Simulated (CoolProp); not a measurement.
Properties of n-perfluorobutane along the isotherm 234.8 K (Tc = 386.3 K, pc = 2.322 MPa, ω = 0.372).

Values from CoolProp's reference Helmholtz-energy equation of state, Gao 2022.

```tsv
p (MPa)	phase	density (kg/m³)	cp (kJ/(kg K))	cv (kJ/(kg K))	Joule-Thomson coefficient (K/MPa)
0.909	liquid	1725	1.059	0.8125	-0.2954
1.82	liquid	1728	1.058	0.8127	-0.2978
2.73	liquid	1732	1.057	0.8130	-0.3000
3.64	liquid	1735	1.057	0.8133	-0.3022
4.55	liquid	1738	1.056	0.8136	-0.3042
5.45	liquid	1741	1.055	0.8138	-0.3062
6.36	liquid	1744	1.054	0.8141	-0.3081
7.27	liquid	1747	1.054	0.8144	-0.3098
8.18	liquid	1750	1.053	0.8147	-0.3116
9.09	liquid	1753	1.052	0.8149	-0.3132
10	liquid	1756	1.052	0.8152	-0.3148
```
